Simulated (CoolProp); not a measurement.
The fluid at 293.15 K and 3.18 MPa is throttled through a valve to 0.122 MPa with no heat exchange. The same conditions are run with several fluids, on thermodynamics alone (safety and materials aside).

Values from CoolProp's reference Helmholtz-energy equation of state of each fluid (carbon dioxide: Span 1996; oxygen: Schmidt 1985; ethylene: Smukala 2000; nitrogen: Span 2000; methane: Setzmann 1991).

### Question
Rank carbon dioxide, oxygen, ethylene, nitrogen, methane by temperature change (K), highest first.

### Answer
nitrogen (-6.6), oxygen (-8.5), methane (-14.3), ethylene (-41.4), carbon dioxide (-42.9)

| fluid | final density (kg/m³) |
|---|---|
| carbon dioxide | 2.61 |
| oxygen | 1.65 |
| ethylene | 1.65 |
| nitrogen | 1.44 |
| methane | 0.846 |
